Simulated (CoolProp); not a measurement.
500 sccm (0 °C, 1 atm) of nitrogen bubbles through liquid n-undecane at 337.2 K and leaves saturated at a total pressure of 0.0137 MPa (ideal gas phase). Each further row changes one setting.

Model: reference Helmholtz-energy equation of state, Aleksandrov 2011, in CoolProp. It is a short technical equation, of lower accuracy than the large ones.

| case | vapour pressure (kPa) | mole fraction of vapour | delivery (mg/min) | delivery (sccm) | change of delivery for a bath 1 K warmer (%) |
|---|---|---|---|---|---|
| as stated | 0.747 | 0.0545 | … | 28.8 | 6.1 |
| bath temperature 342.2 K | 0.984 | 0.0719 | 270 | 38.7 | 6.0 |
| total pressure 0.0274 MPa | 0.747 | … | … | … | 5.9 |

**Question.** What belongs in the gaps?

**Answer.** 
- as stated, delivery (mg/min): 201
- total pressure 0.0274 MPa, mole fraction of vapour: 0.0273
- total pressure 0.0274 MPa, delivery (mg/min): 97.7
- total pressure 0.0274 MPa, delivery (sccm): 14.0
